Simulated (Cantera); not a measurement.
A closed system holds: 1 mol HF, 0.51 mol H2O, 2 mol H2, held at 3050 K and 61.0 bar.

Cantera equilibrium calculation (NASA polynomials, part measured and part estimated; ideal gas, pure solids and liquids). Candidate condensed phases: H2O; 22 gas species. The ideal-gas law is rough above about 30 bar. The numbers say what is thermodynamically allowed, not how fast it happens.

Base state: H2 0.556, HF 0.282, H2O 0.142, H 0.0175, OH 0.00155, F 6.02e-5, O 2.97e-5, H2F2 2.50e-5 (mole fractions); condensed: gas only.

What changes in the equilibrium state with this change: temperature from 3050 K to 2650 K?


```
species   before     after
-------  -------  --------
H2         0.556     0.566
HF         0.282     0.284
H2O        0.142     0.145
H         0.0175   0.00452
O        2.97e-5   1.44e-6
F        6.02e-5   6.85e-6
OH       0.00155  0.000281
H2F2     2.50e-5   2.82e-5
```
